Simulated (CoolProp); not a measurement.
The fluid at 298.15 K and 0.246 MPa is throttled through a valve to 0.0129 MPa with no heat exchange. The same conditions are run with several fluids, on thermodynamics alone (safety and materials aside).

Values from CoolProp's reference Helmholtz-energy equation of state of each fluid (propyne: Polt 1992; R115: Lemmon 2016; C2F6 (R116): Lemmon 2006; dry air: Lemmon 2000; hydrogen chloride: Thol 2018). The equations of Platzer and Polt are older, rougher fits. Blends and air are pseudo-pure fits.

```tsv
fluid	temperature change (K)	final density (kg/m³)
propyne	-5.7	0.213
R115	-3.2	0.815
C2F6 (R116)	-1.9	0.724
dry air	-0.5	0.151
hydrogen chloride	-3.7	0.192
```
